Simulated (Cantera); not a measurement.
Input (Python, Cantera) and output of one run.

```python
import numpy as np
import cantera as ct

gas_names = """
    H HO2 H2 H2O H2O2 O OH O2 O3 Pb PbO Pb2
""".split()
cond_names = """
    H2O(s) H2O(L) Pb(cr) Pb(L) PbO(rd) PbO(yw) PbO(L) PbO2(s) Pb3O4(s)
""".split()


# ... load() reads the species with a 1 bar reference pressure and builds the phases ...
atoms = {
    'PbO': {'Pb': 1, 'O': 1},
    'H2': {'H': 2},
}
top_T = {'Pb3O4(s)': 820}  # K; cautious upper limits of use, not melting points


# ... equilibrate(T, P, feed) seeds the gas with the atoms and calls Mixture.equilibrate('TP', solver="vcs", rtol=1e-11, max_steps=5000) ...
results = []
feed = {'PbO': 1, 'H2': 60}  # mol
P = 2000  # Pa
for T in [1073, 1123, 1173, 1223, 1273, 1323, 1373, 1423, 1473, 1523]:
    mix = equilibrate(T, P, feed)
    results.append((T, P, feed, dict(zip(mix.species_names, mix.species_moles))))
    x = sorted(zip(gas.X, gas.species_names), reverse=True)
    print(f"T = {T:g} K  P = {P:g} Pa  gas = {mix.phase_moles(0):.4g} mol")
    print("   x: " + "  ".join(f"{s} {v:.3e}" for v, s in x if v > 1e-06))
    print("   condensed (mol): " + ("  ".join(f"{mix.phase(i).name} {mix.phase_moles(i):.4g}"
          for i in range(1, mix.n_phases) if mix.phase_moles(i) > 1e-12) or "none"))
```

Result:

```
T = 1073 K  P = 2000 Pa  gas = 60.22 mol
   x: H2 9.797e-01  H2O 1.661e-02  Pb 3.654e-03
   condensed (mol): Pb(L) 0.7799
T = 1123 K  P = 2000 Pa  gas = 60.55 mol
   x: H2 9.743e-01  H2O 1.651e-02  Pb 9.137e-03
   condensed (mol): Pb(L) 0.4467
T = 1173 K  P = 2000 Pa  gas = 61 mol
   x: H2 9.672e-01  H2O 1.639e-02  Pb 1.639e-02
   condensed (mol): none
T = 1223 K  P = 2000 Pa  gas = 61 mol
   x: H2 9.672e-01  H2O 1.639e-02  Pb 1.639e-02  H 2.091e-06
   condensed (mol): none
T = 1273 K  P = 2000 Pa  gas = 61 mol
   x: H2 9.672e-01  H2O 1.639e-02  Pb 1.639e-02  H 4.959e-06
   condensed (mol): none
T = 1323 K  P = 2000 Pa  gas = 61 mol
   x: H2 9.672e-01  H2O 1.639e-02  Pb 1.639e-02  H 1.103e-05
   condensed (mol): none
T = 1373 K  P = 2000 Pa  gas = 61 mol
   x: H2 9.672e-01  H2O 1.639e-02  Pb 1.639e-02  H 2.316e-05
   condensed (mol): none
T = 1423 K  P = 2000 Pa  gas = 61 mol
   x: H2 9.672e-01  H2O 1.639e-02  Pb 1.639e-02  H 4.619e-05
   condensed (mol): none
T = 1473 K  P = 2000 Pa  gas = 61 mol
   x: H2 9.671e-01  H2O 1.639e-02  Pb 1.639e-02  H 8.797e-05
   condensed (mol): none
T = 1523 K  P = 2000 Pa  gas = 61 mol
   x: H2 9.671e-01  H2O 1.639e-02  Pb 1.639e-02  H 1.607e-04
   condensed (mol): none
```

Method: chemical equilibrium by Gibbs-energy minimisation in Cantera with the NASA 1993 tables (ideal gas, pure condensed phases).
